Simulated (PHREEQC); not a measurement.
Consider water at 80 °C with 0.0037 mol/kgw NaH2PO4 and 0.0045 mol/kgw NaF. Closed to the air; pH follows from the charge balance.

Computed with PHREEQC (ion-association model, phreeqc.dat).

```json
[
 {"quantity": "pH", "before": "5.35", "after": "4.86"},
 {"quantity": "ionic strength (mol/kgw)", "before": "0.00827", "after": "0.00374"},
 {"quantity": "HPO4-2 (mol/kgw)", "before": "8.81e-5", "after": "2.66e-5"},
 {"quantity": "H3PO4 (mol/kgw)", "before": "3.75e-6", "after": "1.20e-5"},
 {"quantity": "NaHPO4- (mol/kgw)", "before": "9.26e-7", "after": "1.43e-7"}
]
```

Q: Which change was made?
A) NaF left out
B) NaH2PO4 from 0.0037 to 0.0074 mol/kgw
C) NaF replaced by NaHSO4 at the same molality
D) NaF from 0.0045 to 0.0225 mol/kgw
E) diluted 100-fold with water

A: A, NaF left out

No solid was allowed to form. At this temperature some constants are extrapolated from 25 °C, and those without enthalpy data are left unchanged.
